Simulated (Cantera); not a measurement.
Feed: 1 mol CS2, 0.006 mol SO2, 0.24 mol N2, held at 0.0900 Torr.

Cantera equilibrium calculation (NASA polynomials, part measured and part estimated; ideal gas, pure solids and liquids). Candidate condensed phases: C, S; 35 gas species. Gases not in the tables: S3 to S7. Equilibrium is a limit: real reactors are often held back by kinetics, nucleation or transport.

### Question
Which condensed phases are stable at each of these points (T (°C)): 650, 850, 1050, 1250, 1450, 1650, 1850, 2050, 2250, 2450, 2650, 2850, 3050, 3250?

### Answer
| T (°C) | condensed phases | C condensed (%) |
|---|---|---|
| 650 | C(graphite) | 9.0 |
| 850 | C(graphite) | 11.4 |
| 1050 | C(graphite) | 12.9 |
| 1250 | C(graphite) | 10.1 |
| 1450 | gas only | 0.0 |
| 1650 | gas only | 0.0 |
| 1850 | gas only | 0.0 |
| 2050 | gas only | 0.0 |
| 2250 | gas only | 0.0 |
| 2450 | gas only | 0.0 |
| 2650 | gas only | 0.0 |
| 2850 | gas only | 0.0 |
| 3050 | gas only | 0.0 |
| 3250 | gas only | 0.0 |

From 650 °C to 1250 °C the condensed part is C(graphite). From 1450 °C to 3250 °C nothing is condensed.
